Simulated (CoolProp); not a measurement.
A Linde-Hampson liquefier for methane: isothermal reversible compression at 300 K from 1 atm to 20 MPa, throttling to 1 atm, return gas leaving the recuperator 2 K below the feed. Each further row changes one setting.

Computed with CoolProp (reference Helmholtz-energy equation of state, Setzmann 1991).

| case | liquid yield per pass | compression work (kJ/kg of gas) |
|---|---|---|
| as stated | ? | 779 |
| high pressure 40 MPa | ? | 877 |
| warm-end temperature 330 K | ? | ? |
| warm-end gap 7 K | ? | 779 |

**Question.** Fill in the missing entries.

**Answer.** 
- as stated, liquid yield per pass: 0.191
- high pressure 40 MPa, liquid yield per pass: 0.245
- warm-end temperature 330 K, liquid yield per pass: 0.143
- warm-end temperature 330 K, compression work (kJ/kg of gas): 873
- warm-end gap 7 K, liquid yield per pass: 0.181
